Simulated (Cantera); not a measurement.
A Cantera script and its output.

```python
import numpy as np
import cantera as ct

gas = ct.Solution("h2o2.yaml")
gas.TPX = 325, 28000, {'H2': 0.72, 'O2': 0.385, 'N2': 1.45}
inlet = ct.Reservoir(gas, clone=True)
gas.equilibrate("HP")  # start burning
reactor = ct.IdealGasConstPressureReactor(gas, energy="on", clone=False)
exhaust = ct.Reservoir(gas, clone=True)
tau = [0.42, 0.15, 0.055, 0.02, 0.0072, 0.0026, 0.00094, 0.00034, 0.00012, 4.4e-05][0]
for a, b in ((inlet, reactor), (reactor, exhaust)):
    ct.MassFlowController(a, b, mdot=lambda t: reactor.mass / tau)
net = ct.ReactorNet([reactor])
show = ['H2', 'O2', 'OH', 'O', 'HO2', 'H2O']

rows = []
print(f"{'tau/s':>10s}{'T/K':>9s}" + "".join(f"{s:>11s}" for s in show))
for tau in [0.42, 0.15, 0.055, 0.02, 0.0072, 0.0026, 0.00094, 0.00034, 0.00012, 4.4e-05]:
    net.initial_time = 0.0
    net.advance(30 * tau)
    before = gas.X
    net.advance(40 * tau)
    drift = np.max(np.abs(gas.X - before) / (gas.X + 1e-9))
    rows.append([gas.T, *gas[show].X, drift])
    print(f"{tau:10.3e}{gas.T:9.1f}" + "".join(f"{x:11.3e}" for x in gas[show].X))
```

It prints:

```
     tau/s      T/K         H2         O2         OH          O        HO2        H2O
 4.200e-01   2305.2  1.178e-02  1.460e-02  9.876e-03  1.338e-03  1.453e-06  3.066e-01
 1.500e-01   2289.7  1.307e-02  1.511e-02  1.043e-02  1.540e-03  1.472e-06  3.044e-01
 5.500e-02   2252.6  1.601e-02  1.633e-02  1.159e-02  2.056e-03  1.549e-06  2.992e-01
 2.000e-02   2176.3  2.140e-02  1.873e-02  1.336e-02  3.222e-03  1.842e-06  2.893e-01
 7.200e-03   2053.2  2.841e-02  2.237e-02  1.485e-02  5.280e-03  2.635e-06  2.751e-01
 2.600e-03   1890.3  3.504e-02  2.686e-02  1.489e-02  8.046e-03  4.101e-06  2.587e-01
 9.400e-04   1698.3  3.986e-02  3.199e-02  1.300e-02  1.086e-02  6.345e-06  2.423e-01
 3.400e-04   1489.8  4.407e-02  3.844e-02  9.605e-03  1.250e-02  9.910e-06  2.257e-01
 1.200e-04   1251.8  6.588e-02  5.388e-02  5.395e-03  1.028e-02  1.862e-05  1.955e-01
 4.400e-05    325.0  2.818e-01  1.507e-01  3.968e-22  1.812e-19  5.931e-18  5.613e-16
```

Computed with Cantera and the H2/O2 subset of GRI-Mech 3.0, which has no nitrogen chemistry.
